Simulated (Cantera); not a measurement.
Input: 1 mol Cu2O, 0.94 mol C, 0.42 mol CO, at 1400 °C and 0.825 Torr.

Equilibrium computed with Cantera from the NASA thermochemical tables; the gas is ideal and each condensed phase is pure. Candidate condensed phases: C, Cu, CuO, Cu2O; 15 gas species. The numbers say what is thermodynamically allowed, not how fast it happens.

Base state: CO 0.859, Cu 0.101, CO2 0.0397, Cu2 0.000107 (mole fractions); condensed: Cu(l).

**Question.** What changes in the equilibrium state with this change: 0.052 mol CH4 added?

**Answer.** 
| species | before | after |
|---|---|---|
| CO | 0.859 | 0.833 |
| Cu | 0.101 | 0.101 |
| H2 | 0 | 0.0603 |
| CO2 | 0.0397 | 0.00382 |
| H2O | 0 | 0.000916 |
| H | 0 | 0.000843 |
| Cu(l), mol | 1.85 | 1.83 |
Further candidate phases: C6H6, C7H8, C8H18, Cu(OH)2, H2O.
